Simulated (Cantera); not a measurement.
An adiabatic, constant-pressure homogeneous reactor starts with CH4 : C2H6 : O2 : N2 = 1 : 0.3 : 3.96 : 14.9 (molar parts), at 1250 K and 0.490 bar. Integrator tolerance rtol = 1e-08.

Cantera simulation using GRI-Mech 3.0 (53 species, 325 reactions); the numbers are that mechanism's predictions, not measurements.

### Question
What does this change do: constant volume in place of constant pressure?

### Answer
```tsv
quantity	before	after
time of steepest temperature rise	1.98 ms	1.84 ms
temperature at 0.400 s	2502 K	2685 K
equilibrium temperature	2502 K	2685 K
x(CH4) at 0.400 s	<1e-12 (gas-phase equilibrium <1e-12)	<1e-12 (gas-phase equilibrium <1e-12)
x(C2H6) at 0.400 s	<1e-12 (gas-phase equilibrium <1e-12)	<1e-12 (gas-phase equilibrium <1e-12)
x(O2) at 0.400 s	0.0445 (gas-phase equilibrium 0.0445)	0.0449 (gas-phase equilibrium 0.0449)
x(NO) at 0.400 s	0.0102 (gas-phase equilibrium 0.0102)	0.0137 (gas-phase equilibrium 0.0137)
x(CH3) at 0.400 s	<1e-12 (gas-phase equilibrium <1e-12)	<1e-12 (gas-phase equilibrium <1e-12)
x(CH2O) at 0.400 s	1.60e-11 (gas-phase equilibrium 1.60e-11)	7.37e-11 (gas-phase equilibrium 7.37e-11)
x(H2) at 0.400 s	0.00520 (gas-phase equilibrium 0.00520)	0.00749 (gas-phase equilibrium 0.00749)
```

### Question
What does this change do: pressure from 0.490 bar to 2.40 bar?

### Answer
```tsv
quantity	before	after
time of steepest temperature rise	1.98 ms	0.793 ms
temperature at 0.400 s	2502 K	2573 K
equilibrium temperature	2502 K	2573 K
x(CH4) at 0.400 s	<1e-12 (gas-phase equilibrium <1e-12)	<1e-12 (gas-phase equilibrium <1e-12)
x(C2H6) at 0.400 s	<1e-12 (gas-phase equilibrium <1e-12)	<1e-12 (gas-phase equilibrium <1e-12)
x(O2) at 0.400 s	0.0445 (gas-phase equilibrium 0.0445)	0.0422 (gas-phase equilibrium 0.0422)
x(NO) at 0.400 s	0.0102 (gas-phase equilibrium 0.0102)	0.0112 (gas-phase equilibrium 0.0112)
x(CH3) at 0.400 s	<1e-12 (gas-phase equilibrium <1e-12)	<1e-12 (gas-phase equilibrium <1e-12)
x(CH2O) at 0.400 s	1.60e-11 (gas-phase equilibrium 1.60e-11)	3.76e-11 (gas-phase equilibrium 3.76e-11)
x(H2) at 0.400 s	0.00520 (gas-phase equilibrium 0.00520)	0.00348 (gas-phase equilibrium 0.00348)
```
